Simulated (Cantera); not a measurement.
Feed: 1 mol Si, 2.3 mol HBr, 10 mol H₂, held at 648.15 K and 0.263 Torr.

Method: chemical equilibrium by Gibbs-energy minimisation in Cantera with the NASA 1993 tables (ideal gas, pure condensed phases). Candidate condensed phases: Br₂, Si; 19 gas species. Equilibrium is a limit: real reactors are often held back by kinetics, nucleation or transport.

Base state: H₂ 0.949, SiBr₄ 0.0478, HBr 0.00192, SiHBr₃ 0.000957 (mole fractions); condensed: Si(s).

What changes in the equilibrium state with this change: pressure from 0.263 Torr to 69.8 Torr?


| species | before | after |
|---|---|---|
| H₂ | 0.949 | 0.950 |
| SiBr₄ | 0.0478 | 0.0461 |
| SiHBr₃ | 0.000957 | 0.00376 |
| HBr | 0.00192 | 0.000472 |
| SiH₂Br₂ | 8.85e-6 | 0.000142 |
| Si(s), mol | 0.428 | 0.415 |
